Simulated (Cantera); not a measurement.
An isothermal, constant-pressure homogeneous reactor starts with 63.0 % H2, 37.0 % O2, at 1023 K and 20.0 Torr.

Model: the H2/O2 subset of GRI-Mech 3.0, which has no nitrogen chemistry, integrated in Cantera. Radical loss at walls, strong at low pressure, is not modelled. The temperature is held fixed by assumption; the heat of reaction is taken as removed at once.

x: mole fraction; the columns are a selection and need not sum to one.

```json
[
 {"t (s)": "8.00e-6", "x H2": "0.630", "x O2": "0.370", "x O": "1.58e-12", "x OH": "1.09e-12", "x HO2": "6.70e-11"},
 {"t (s)": "2.70e-5", "x H2": "0.630", "x O2": "0.370", "x O": "1.42e-11", "x OH": "6.76e-12", "x HO2": "2.27e-10"},
 {"t (s)": "9.12e-5", "x H2": "0.630", "x O2": "0.370", "x O": "1.08e-10", "x OH": "4.15e-11", "x HO2": "7.72e-10"},
 {"t (s)": "0.000308", "x H2": "0.630", "x O2": "0.370", "x O": "1.79e-9", "x OH": "6.55e-10", "x HO2": "[?]"},
 {"t (s)": "0.00104", "x H2": "0.630", "x O2": "0.370", "x O": "3.76e-6", "x OH": "1.37e-6", "x HO2": "[?]"},
 {"t (s)": "0.00351", "x H2": "0.0635", "x O2": "0.128", "x O": "0.0157", "x OH": "0.00595", "x HO2": "[?]"},
 {"t (s)": "0.0118", "x H2": "0.00882", "x O2": "0.0849", "x O": "0.00108", "x OH": "0.00156", "x HO2": "[?]"},
 {"t (s)": "0.0400", "x H2": "0.000671", "x O2": "0.0813", "x O": "6.10e-5", "x OH": "0.000331", "x HO2": "[?]"},
 {"t (s)": "0.135", "x H2": "5.31e-5", "x O2": "0.0811", "x O": "4.90e-6", "x OH": "9.78e-5", "x HO2": "[?]"},
 {"t (s)": "0.456", "x H2": "4.91e-6", "x O2": "0.0811", "x O": "6.13e-7", "x OH": "3.55e-5", "x HO2": "[?]"},
 {"t (s)": "1.54", "x H2": "7.03e-7", "x O2": "0.0811", "x O": "1.15e-7", "x OH": "1.54e-5", "x HO2": "[?]"},
 {"t (s)": "5.20", "x H2": "1.50e-7", "x O2": "0.0811", "x O": "2.76e-8", "x OH": "7.54e-6", "x HO2": "[?]"},
 {"t (s)": "17.5", "x H2": "3.86e-8", "x O2": "0.0811", "x O": "7.48e-9", "x OH": "3.92e-6", "x HO2": "[?]"},
 {"t (s)": "59.2", "x H2": "1.12e-8", "x O2": "0.0811", "x O": "2.19e-9", "x OH": "2.12e-6", "x HO2": "7.42e-10"},
 {"t (s)": "200", "x H2": "4.40e-9", "x O2": "0.0811", "x O": "7.86e-10", "x OH": "1.27e-6", "x HO2": "7.32e-10"}
]
```

What belongs in the gaps?


- 0.000308, x HO2: 2.85e-9
- 0.00104, x HO2: 6.47e-7
- 0.00351, x HO2: 1.68e-5
- 0.0118, x HO2: 1.36e-5
- 0.0400, x HO2: 6.21e-6
- 0.135, x HO2: 9.50e-7
- 0.456, x HO2: 1.17e-7
- 1.54, x HO2: 2.06e-8
- 5.20, x HO2: 4.93e-9
- 17.5, x HO2: 1.49e-9
